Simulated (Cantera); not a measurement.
A closed system holds: 1 mol BF3, a varied amount of H2O, held at 1352 °C and 5.50 mbar.

These are equilibrium values from Cantera (NASA tables, ideal gas, pure condensed phases), not measurements of a reactor. Candidate condensed phases: B, B2O3, B3O3H3, H2O; 43 gas species. The tables' values for BF2 are old estimates; treat these amounts as uncertain. Gases not in the tables: H3BO3. Rates play no part.

log p: log10 of the partial pressure in bar; nothing condenses.

| n(H2O) (mol) | log p HF | log p BF3 | log p BOF | log p H2O | log p HBO2 | log p H2 |
|---|---|---|---|---|---|---|
| 0.22 | -2.78 | -2.53 | -3.08 | -5.77 | -6.51 | -7.09 |
| 0.32 | … | … | … | … | … | … |
| 0.42 | -2.60 | -2.76 | -2.90 | -5.02 | -5.77 | -6.58 |
| 0.52 | -2.56 | -2.88 | -2.86 | -4.76 | -5.51 | -6.41 |
| 0.61 | -2.53 | -3.00 | -2.83 | -4.55 | -5.30 | -6.27 |
| 0.71 | -2.50 | -3.14 | -2.81 | -4.33 | -5.08 | -6.13 |
| 0.81 | -2.48 | -3.30 | -2.79 | -4.12 | -4.87 | -5.99 |
| 0.91 | -2.47 | -3.49 | -2.78 | -3.91 | -4.66 | -5.85 |
| 1 | -2.47 | … | -2.78 | … | … | … |
| 1.1 | -2.47 | -3.84 | -2.79 | -3.56 | -4.32 | -5.62 |

**Question.** Complete the blanks.

**Answer.** 
- 0.32, log p HF: -2.67
- 0.32, log p BF3: -2.64
- 0.32, log p BOF: -2.97
- 0.32, log p H2O: -5.34
- 0.32, log p HBO2: -6.08
- 0.32, log p H2: -6.79
- 1, log p BF3: -3.66
- 1, log p H2O: -3.73
- 1, log p HBO2: -4.49
- 1, log p H2: -5.73
